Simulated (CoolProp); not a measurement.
Vapour-liquid equilibrium of fluoroethane (R161) (1) + R227EA (2) at 0.277 MPa; x and y are mole fractions of (1).

Model: multi-fluid Helmholtz-energy mixture model, Wu 2012 and Lemmon 2016; pair parameters Bell 2016, in CoolProp.

| x | bubble temperature, mixture model (K) | bubble temperature, Raoult's law (K) | y, mixture model | y, Raoult's law |
|---|---|---|---|---|
| 0.05 | 282.7 | 281.3 | 0.057 | 0.102 |
| 0.15 | 281.7 | 278.2 | 0.196 | 0.279 |
| 0.25 | 279.9 | 275.4 | 0.350 | 0.425 |
| 0.35 | 277.4 | 272.9 | 0.501 | 0.547 |
| 0.45 | 274.5 | 270.5 | 0.635 | 0.649 |
| 0.55 | 271.5 | 268.3 | 0.744 | 0.736 |
| 0.65 | 268.5 | 266.2 | 0.830 | 0.811 |
| 0.75 | 265.8 | 264.3 | 0.895 | 0.875 |
| 0.85 | 263.3 | 262.5 | 0.945 | 0.930 |
| 0.95 | 261.1 | 260.9 | 0.983 | 0.978 |

The largest gap from Raoult's law is +4.5 K in bubble temperature, at x = 0.35. No azeotrope shows between x = 0.05 and 0.95.

Pair parameters are fitted to limited data, so mixtures are less certain than the pure fluids.
